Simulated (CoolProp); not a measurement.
Computed with CoolProp (reference Helmholtz-energy equation of state, de Reuck 1990).

Problem. For fluorine, give the phase and the Joule-Thomson coefficient (K/MPa) at 197.1 K and 0.881 MPa; 211.8 K and 0.881 MPa; 285.3 K and 0.881 MPa.

Solution. 
- 197.1 K and 0.881 MPa: gas; Joule-Thomson coefficient 4.26
- 211.8 K and 0.881 MPa: gas; Joule-Thomson coefficient 3.69
- 285.3 K and 0.881 MPa: gas; Joule-Thomson coefficient 2.06
